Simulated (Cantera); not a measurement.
# Hydrocarbon pyrolysis for carbon deposition

An isothermal, constant-pressure homogeneous reactor starts with 47.6 % C2H6, 52.4 % N2, at 1250 K and 0.0133 bar.

Cantera simulation using GRI-Mech 3.0 (53 species, 325 reactions); the numbers are that mechanism's predictions, not measurements. GRI-Mech 3.0 stops at C3 and has no aromatics, soot or wall deposition, so with more carbon than oxygen in the feed, carbon stays in small species such as C2H2 where larger ones or solid carbon would form. Radical loss at walls, strong at low pressure, is not modelled.

| t (s) | x C2H6 | x HCN | x CH3 | x H | x CH4 | x C2H2 | x CH2 |
|---|---|---|---|---|---|---|---|
| 2.00e-6 | 0.476 | <1e-12 | 1.21e-6 | 1.79e-10 | 1.65e-9 | <1e-12 | <1e-12 |
| 1.55e-5 | 0.476 | <1e-12 | 9.25e-6 | 1.83e-9 | 9.83e-8 | <1e-12 | <1e-12 |
| 0.000120 | 0.476 | <1e-12 | 6.67e-5 | 1.17e-7 | 5.62e-6 | <1e-12 | 1.06e-10 |
| 0.000928 | 0.475 | 1.11e-12 | 0.000320 | 4.82e-6 | 0.000242 | 3.49e-8 | 8.71e-9 |
| 0.00719 | 0.428 | 1.44e-10 | 0.00106 | 2.16e-5 | 0.00707 | 0.000181 | 8.59e-8 |
| 0.0557 | 0.158 | 3.29e-10 | 0.000736 | 2.96e-5 | 0.0620 | 0.0102 | 5.66e-8 |
| 0.431 | 0.00184 | 3.68e-10 | 7.32e-5 | 1.08e-5 | 0.101 | 0.0666 | 1.48e-9 |
| 3.34 | 4.64e-5 | 3.51e-10 | 1.18e-5 | 2.06e-6 | 0.0963 | 0.114 | 4.26e-11 |
| 25.8 | 1.46e-5 | 3.20e-10 | 8.76e-6 | 1.96e-6 | 0.0879 | 0.194 | 2.52e-11 |
| 200 | 4.98e-6 | 3.12e-10 | 7.04e-6 | 1.71e-6 | 0.0846 | 0.217 | 1.68e-11 |
x: mole fraction; the columns are a selection and need not sum to one.

Equilibrium at this temperature and pressure: C2H6 3.25e-6, HCN 0.0809, CH3 4.57e-6, H 2.82e-6, CH4 0.0374, C2H2 0.189, CH2 1.61e-11 (gas phase only).
